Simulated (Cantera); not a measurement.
A Cantera script and what it prints.

```python
import numpy as np
import cantera as ct

gas_names = """
    H HO2 H2 H2O H2O2 O OH O2 O3 V VO VO2
""".split()
cond_names = """
    H2O(s) H2O(L) V(cr) V(L) VO(s) VO(L) V2O3(s) V2O3(L) V2O4(I) V2O4(II) V2O4(L) V2O5(s) V2O5(L)
""".split()


def load(file, names, dense=False):
    # The tables refer to 1 bar. Condensed volumes are neglected.
    table = {s.name: s for s in ct.Species.list_from_file(file)}
    out = []
    for n in names:
        d = dict(table[n].input_data)
        d["thermo"] = dict(d["thermo"], **{"reference-pressure": 1e5})
        if dense:
            d["equation-of-state"] = {"model": "constant-volume", "density": "1e6 g/cm^3"}
        out.append(ct.Species.from_dict(d))
    return out


gas = ct.Solution(thermo="ideal-gas", species=load("nasa_gas.yaml", gas_names))
cond = {s.name: ct.Solution(thermo="fixed-stoichiometry", species=[s], name=s.name)
        for s in load("nasa_condensed.yaml", cond_names, dense=True)}
atoms = {
    'V': {'V': 1},
    'H2O': {'H': 2, 'O': 1},
}
top_T = {}  # K; cautious upper limits of use, not melting points


def equilibrate(T, P, feed):
    n = {}
    for name, mol in feed.items():
        for a, k in atoms[name].items():
            n[a] = n.get(a, 0.0) + k * mol
    gas.TPX = T, P, n
    mass = sum(n.values()) * gas.mean_molecular_weight
    gas.equilibrate("TP")
    valid = [c for c in cond.values() if c.min_temp <= T <= top_T.get(c.name, c.max_temp)]
    mix = ct.Mixture([(gas, mass / gas.mean_molecular_weight)] + [(c, 0.0) for c in valid])
    mix.T, mix.P = T, P
    mix.equilibrate("TP", solver="vcs", rtol=1e-11, max_steps=5000)
    return mix


results = []
T = 2550  # K
P = 22  # Pa
for m in [0.062, 0.076, 0.093, 0.11, 0.14, 0.17, 0.2, 0.25, 0.3]:
    feed = {'V': 1, 'H2O': m}  # mol
    mix = equilibrate(T, P, feed)
    results.append((T, P, feed, dict(zip(mix.species_names, mix.species_moles))))

top = {s: max(r[3][s] / sum(r[3][g] for g in gas_names) for r in results) for s in gas_names}
cols = sorted((s for s in top if top[s] > 1e-05), key=lambda s: -top[s])[:6]
seen = [c for c in cond_names if any(r[3].get(c, 0) > 1e-12 for r in results)]
print("log10 of partial pressures in bar; condensed amounts in mol")
print(f"{'n(H2O)':>10s}" + "".join(f"{s[:9]:>10s}" for s in cols + seen))
for T, P, feed, n in results:
    ng = sum(n[g] for g in gas_names)
    print(f"{feed['H2O']:10.4g}" + "".join(f"{np.log10(max(n[s] / ng * P / 1e5, 1e-99)):10.3f}" for s in cols)
          + "".join(f"{n.get(c, 0):10.4g}" for c in seen))
```

Output:

```
log10 of partial pressures in bar; condensed amounts in mol
    n(H2O)         V         H        VO        H2       VO2         O
     0.062    -3.735    -4.634    -4.925    -6.256    -6.909    -7.609
     0.076    -3.751    -4.560    -4.849    -6.107    -6.741    -7.517
     0.093    -3.771    -4.488    -4.776    -5.964    -6.575    -7.424
      0.11    -3.791    -4.431    -4.717    -5.850    -6.438    -7.346
      0.14    -3.825    -4.352    -4.637    -5.692    -6.244    -7.232
      0.17    -3.858    -4.292    -4.576    -5.571    -6.089    -7.138
       0.2    -3.890    -4.244    -4.529    -5.475    -5.962    -7.058
      0.25    -3.943    -4.181    -4.468    -5.351    -5.788    -6.944
       0.3    -3.996    -4.134    -4.425    -5.256    -5.649    -6.848
```

These are equilibrium values from Cantera (NASA tables, ideal gas, pure condensed phases), not measurements of a reactor.
